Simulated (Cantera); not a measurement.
Standard-state values (1 bar) from the NASA 1993 polynomials, evaluated with Cantera. Values are per mole of reaction as written; species without (g) are pure solids or liquids, kept so even where they would boil at 1 bar.

Question: Between 300 and 1448 K, where is each reaction favourable under standard conditions?
- 4 Li + O2(g) = 2 Li2O
- 0.8 Ta + O2(g) = 0.4 Ta2O5
- Nb + O2(g) = NbO2

Answer: 
- 4 Li + O2(g) = 2 Li2O: ΔG° is -1124 kJ at 300 K and -810 kJ at 1448 K; it stays negative (K > 1). ΔH° is -1194 kJ and ΔS° -265 J/K at 1448 K.
- 0.8 Ta + O2(g) = 0.4 Ta2O5: ΔG° is -764 kJ at 300 K and -568 kJ at 1448 K; it stays negative (K > 1). ΔH° is -803 kJ and ΔS° -162 J/K at 1448 K.
- Nb + O2(g) = NbO2: ΔG° is -739 kJ at 300 K and -539 kJ at 1448 K; it stays negative (K > 1). ΔH° is -771 kJ and ΔS° -160 J/K at 1448 K.
